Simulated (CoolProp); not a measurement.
The fluid at 287.14 K and 1.56 MPa is throttled through a valve to 0.0594 MPa with no heat exchange. The same conditions are run with several fluids, on thermodynamics alone (safety and materials aside).

Model: reference Helmholtz-energy equation of state of each fluid (R125: Lemmon 2005; n-pentane: Thol 2019; toluene: Lemmon 2006; R22: Kamei 1995; dimethyl carbonate: Zhou 2011), in CoolProp.

```json
[
 {"fluid": "R125", "temperature change (K)": "(withheld)", "final phase": "(withheld)", "final density (kg/m³)": "8.10"},
 {"fluid": "n-pentane", "temperature change (K)": "+0.6", "final phase": "liquid", "final density (kg/m³)": "631"},
 {"fluid": "toluene", "temperature change (K)": "+0.7", "final phase": "liquid", "final density (kg/m³)": "(withheld)"},
 {"fluid": "R22", "temperature change (K)": "(withheld)", "final phase": "(withheld)", "final density (kg/m³)": "9.18"},
 {"fluid": "dimethyl carbonate", "temperature change (K)": "(withheld)", "final phase": "liquid", "final density (kg/m³)": "1080"}
]
```

**Question.** What belongs in the gaps?

**Answer.** 
- R125, temperature change (K): -72.4
- R125, final phase: two-phase, vapour fraction 0.507
- toluene, final density (kg/m³): 872
- R22, temperature change (K): -65.6
- R22, final phase: two-phase, vapour fraction 0.310
- dimethyl carbonate, temperature change (K): +0.5
